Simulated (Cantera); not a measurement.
What does this Cantera script print?

```python
import numpy as np
import cantera as ct

gas_names = """
    Fe FeO Fe(OH)2 H HNO HNO2 HNO3 HO2 H2 H2O H2O2 N NH NH2 NH3 NH2OH NO NO2 NO3 N2 N2H2 N2H4 N2O O OH
    O2 O3
""".split()
cond_names = """
    Fe(a) Fe(c) Fe(d) Fe(L) FeO(s) FeO(L) Fe(OH)2(s) Fe(OH)3(s) Fe2O3(s) Fe3O4(s) H2O(s) H2O(L)
""".split()


def load(file, names, dense=False):
    # The tables refer to 1 bar. Condensed volumes are neglected.
    table = {s.name: s for s in ct.Species.list_from_file(file)}
    out = []
    for n in names:
        d = dict(table[n].input_data)
        d["thermo"] = dict(d["thermo"], **{"reference-pressure": 1e5})
        if dense:
            d["equation-of-state"] = {"model": "constant-volume", "density": "1e6 g/cm^3"}
        out.append(ct.Species.from_dict(d))
    return out


gas = ct.Solution(thermo="ideal-gas", species=load("nasa_gas.yaml", gas_names))
cond = {s.name: ct.Solution(thermo="fixed-stoichiometry", species=[s], name=s.name)
        for s in load("nasa_condensed.yaml", cond_names, dense=True)}
atoms = {
    'Fe2O3': {'Fe': 2, 'O': 3},
    'H2': {'H': 2},
    'N2': {'N': 2},
}
top_T = {'Fe2O3(s)': 1830, 'Fe3O4(s)': 1870}  # K; cautious upper limits of use, not melting points


def equilibrate(T, P, feed):
    n = {}
    for name, mol in feed.items():
        for a, k in atoms[name].items():
            n[a] = n.get(a, 0.0) + k * mol
    gas.TPX = T, P, n
    mass = sum(n.values()) * gas.mean_molecular_weight
    gas.equilibrate("TP")
    valid = [c for c in cond.values() if c.min_temp <= T <= top_T.get(c.name, c.max_temp)]
    mix = ct.Mixture([(gas, mass / gas.mean_molecular_weight)] + [(c, 0.0) for c in valid])
    mix.T, mix.P = T, P
    mix.equilibrate("TP", solver="vcs", rtol=1e-11, max_steps=5000)
    return mix


results = []
feed = {'Fe2O3': 1, 'H2': 3.5, 'N2': 46}  # mol
T = 2048.15  # K
P = 1333.22  # Pa
mix = equilibrate(T, P, feed)
results.append((T, P, feed, dict(zip(mix.species_names, mix.species_moles))))
print(gas.report(threshold=0.001))
for i in range(1, mix.n_phases):
    print(f"{mix.phase(i).name:16s} {mix.phase_moles(i):12.5e} mol")
```

Result:

```
       temperature   2048.2 K
          pressure   1333.2 Pa
           density   0.0021358 kg/m^3
  mean mol. weight   27.28 kg/kmol
   phase of matter   gas

                          1 kg             1 kmol
                     ---------------   ---------------
          enthalpy         2.103e+06        5.7371e+07  J
   internal energy        1.4788e+06        4.0342e+07  J
           entropy             10631        2.9002e+05  J/K
    Gibbs function       -1.9671e+07       -5.3664e+08  J
 heat capacity c_p            1332.6             36353  J/K
 heat capacity c_v            1027.8             28039  J/K

                      mass frac. Y      mole frac. X     chem. pot. / RT
                     ---------------   ---------------   ---------------
                Fe           0.03663          0.017894           -8.7667
                 H        0.00012482          0.003378           -13.686
                H2         0.0022377          0.030281           -27.371
               H2O          0.024468          0.037052           -49.389
                N2           0.93477           0.91029           -31.433
     [  +22 minor]         0.0017692         0.0011016

Fe(L)             0.00000e+00 mol
FeO(L)            1.07019e+00 mol
```

These are equilibrium values from Cantera (NASA tables, ideal gas, pure condensed phases), not measurements of a reactor. The tables' stoichiometric FeO is somewhat more stable than real wüstite, so its field is too wide. FeO: taken at fixed stoichiometry.
